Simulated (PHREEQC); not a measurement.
PHREEQC input (ion-association model, phreeqc.dat):

```
SOLUTION 0
  temp 25
  units mmol/kgw
  pH 7 charge
  Cl 8.33
  K 4.3
  Pb 0.11
  Sr 1.9
  O(0) 1 O2(g) -0.68
SOLUTION 1-40
  temp 25
  units mmol/kgw
  pH 7 charge
  Cl 1.65
  Ba 0.82
  O(0) 1 O2(g) -0.68
END
EXCHANGE 1-40
  X 0.0075
  -equilibrate 1
END
SELECTED_OUTPUT 1
  -reset false
  -pH true
  -pe true
  -ionic_strength true
  -water true
  -step true
  -totals Ba Cl K Pb Sr
  -molalities BaX2 KX SrX2 PbX2
  -saturation_indices Sylvite Pb(OH)2
PRINT
  -reset false
TRANSPORT
  -cells 40
  -shifts 160
  -lengths 0.005
  -time_step 720
  -dispersivities 0.01
  -boundary_conditions flux flux
  -correct_disp true
  -punch_cells 40
  -punch_frequency 5
END
```

Selected output (columns that matter, 12 of 33 rows; pore volumes added in front):

```
pore volumes	pH	mu	Ba	Cl	K	Pb	Sr	m_BaX2	m_KX	m_SrX2	m_PbX2	si_Sylvite	si_Pb(OH)2
0	5.0221	0.00247	0.00082	0.00165	0	0	0	0.00375	0	0	0	-1000	-1000
0.3875	5.0221	0.0024822	0.00082406	0.0016582	5.7214e-08	8.552e-25	9.6503e-21	0.00375	2.6277e-08	4.3915e-20	5.0927e-24	-10.971	-22.292
0.7625	5.029	0.0047046	0.0014785	0.003226	0.0002589	4.226e-11	8.3823e-09	0.0037059	8.8249e-05	2.101e-08	1.332e-10	-7.0428	-8.6346
1.1375	5.0372	0.0087024	0.0022588	0.0064284	0.00187	3.4897e-07	1.5014e-05	0.0034765	0.00049948	2.3108e-05	6.3025e-07	-5.9056	-4.7722
1.5125	5.0393	0.010156	0.0021233	0.0078766	0.0033045	5.3614e-06	0.0001524	0.0030902	0.00085829	0.00022179	8.8995e-06	-5.5762	-3.6059
1.8875	5.0389	0.010376	0.0016847	0.0082429	0.0039544	1.8192e-05	0.00043641	0.0025387	0.0010451	0.00065765	3.104e-05	-5.4795	-3.0809
2.1375	5.0382	0.01037	0.0013787	0.0083029	0.0041374	2.9919e-05	0.00066914	0.002118	0.0011041	0.001028	5.1974e-05	-5.4568	-2.8667
2.5125	5.0371	0.01034	0.00096297	0.0083255	0.0042504	4.9232e-05	0.0010204	0.0015012	0.0011426	0.0015907	8.6744e-05	-5.444	-2.6526
2.8875	5.0361	0.010322	0.00063085	0.0083293	0.0042858	6.721e-05	0.0013187	0.00098812	0.0011548	0.0020655	0.00011897	-5.4403	-2.5193
3.2625	5.0353	0.010312	0.00039174	0.0083299	0.0042963	8.161e-05	0.0015385	0.0006142	0.0011582	0.0024121	0.00014461	-5.4393	-2.4365
3.6375	5.0347	0.010307	0.00023332	0.00833	0.0042992	9.1999e-05	0.0016851	0.00036578	0.001159	0.0026417	0.000163	-5.4391	-2.3855
4.0125	5.0344	0.010304	0.00013463	0.00833	0.0042999	9.8968e-05	0.0017764	0.000211	0.001159	0.0027842	0.00017531	-5.439	-2.3545
```

Complexes and solids missing from the database can't appear.
